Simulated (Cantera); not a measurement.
Input: 1 mol CuO, 5.7 mol C, 19 mol N₂, at 0.00240 bar.

These are equilibrium values from Cantera (NASA tables, ideal gas, pure condensed phases), not measurements of a reactor. Candidate condensed phases: C, Cu, CuO, Cu₂O; 27 gas species. The numbers say what is thermodynamically allowed, not how fast it happens.

Task: Which condensed phases are stable at each of these points (T (K)): 1475, 1550, 1625, 1700, 1775, 1850, 1925, 2000, 2075?

Result: 
```tsv
T (K)	condensed phases	Cu condensed (%)
1475	C(graphite) + Cu(l)	95.5
1550	C(graphite) + Cu(l)	84.4
1625	C(graphite) + Cu(l)	51.1
1700	C(graphite)	0.0
1775	C(graphite)	0.0
1850	C(graphite)	0.0
1925	C(graphite)	0.0
2000	C(graphite)	0.0
2075	C(graphite)	0.0
```

From 1475 K to 1625 K the condensed part is C(graphite) + Cu(l). From 1700 K to 2075 K the condensed part is C(graphite).
